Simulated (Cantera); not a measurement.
Input (Python, Cantera) and output of one run.

```python
import numpy as np
import cantera as ct

gas_names = """
    B BH BH2 BH3 BO BO2 B2 B2O B2O2 B2O3 B3O3H3 H HBO HBO2 HO2 H2 H2O H2O2 H3B3O6 O OH O2 O3
""".split()
cond_names = """
    B(b) B(L) B2O3(L) B3O3H3(cr) H2O(s) H2O(L)
""".split()


# ... load() reads the species with a 1 bar reference pressure and builds the phases ...
atoms = {
    'B2O3': {'B': 2, 'O': 3},
    'H2O': {'H': 2, 'O': 1},
    'H2': {'H': 2},
}
top_T = {}  # K; cautious upper limits of use, not melting points


# ... equilibrate(T, P, feed) seeds the gas with the atoms and calls Mixture.equilibrate('TP', solver="vcs", rtol=1e-11, max_steps=5000) ...
results = []
feed = {'B2O3': 1, 'H2O': 0.55, 'H2': 0.34}  # mol
P = 160  # Pa
for T in [1925, 1975, 2025, 2075, 2125, 2175, 2225, 2275, 2325]:
    mix = equilibrate(T, P, feed)
    results.append((T, P, feed, dict(zip(mix.species_names, mix.species_moles))))

top = {s: max(r[3][s] / sum(r[3][g] for g in gas_names) for r in results) for s in gas_names}
cols = sorted((s for s in top if top[s] > 0.0001), key=lambda s: -top[s])[:7]
seen = [c for c in cond_names if any(r[3].get(c, 0) > 1e-12 for r in results)]
print("log10 of partial pressures in bar; condensed amounts in mol")
print(f"{'T/K':>10s}" + "".join(f"{s[:9]:>10s}" for s in cols + seen))
for T, P, feed, n in results:
    ng = sum(n[g] for g in gas_names)
    print(f"{T:10.4g}" + "".join(f"{np.log10(max(n[s] / ng * P / 1e5, 1e-99)):10.3f}" for s in cols)
          + "".join(f"{n.get(c, 0):10.4g}" for c in seen))
```

Output:

```
log10 of partial pressures in bar; condensed amounts in mol
       T/K      HBO2      B2O3        H2         H       H2O        BO       BO2
      1925    -3.139    -3.332    -3.572    -4.806    -3.982    -5.143    -5.353
      1975    -3.147    -3.332    -3.582    -4.655    -3.961    -4.963    -5.159
      2025    -3.156    -3.335    -3.593    -4.512    -3.941    -4.794    -4.974
      2075    -3.166    -3.339    -3.609    -4.379    -3.924    -4.636    -4.797
      2125    -3.178    -3.347    -3.627    -4.254    -3.909    -4.488    -4.630
      2175    -3.193    -3.359    -3.650    -4.136    -3.898    -4.351    -4.471
      2225    -3.212    -3.375    -3.676    -4.027    -3.892    -4.222    -4.321
      2275    -3.237    -3.396    -3.706    -3.924    -3.893    -4.102    -4.183
      2325    -3.270    -3.425    -3.739    -3.828    -3.903    -3.988    -4.057
```

Equilibrium computed with Cantera from the NASA thermochemical tables; the gas is ideal and each condensed phase is pure.
